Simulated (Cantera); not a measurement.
Input: 1 mol C, 0.27 mol H2O, 9.6 mol H2, held at 2175 K and 0.133 bar.

Equilibrium computed with Cantera from the NASA thermochemical tables; the gas is ideal and each condensed phase is pure. Candidate condensed phases: C, C6H6, C7H8, C8H18, H2O; 110 gas species. Equilibrium is a limit: real reactors are often held back by kinetics, nucleation or transport.

Base state: H2 0.958, CO 0.0265, H 0.0131, C2H2 (acetylene) 0.00214, CH4 3.40e-5 (mole fractions); condensed: C(graphite).

Task: What changes in the equilibrium state with this change: pressure from 0.133 bar to 1.20 mbar?

Result: 
```csv
species,before,after
H2,0.958,0.844
H,0.0131,0.129
CO,0.0265,0.0249
CH4,3.40e-5,2.37e-7
C2H2 (acetylene),0.00214,0.00188
"C(graphite), mol",0.686,0.689
```
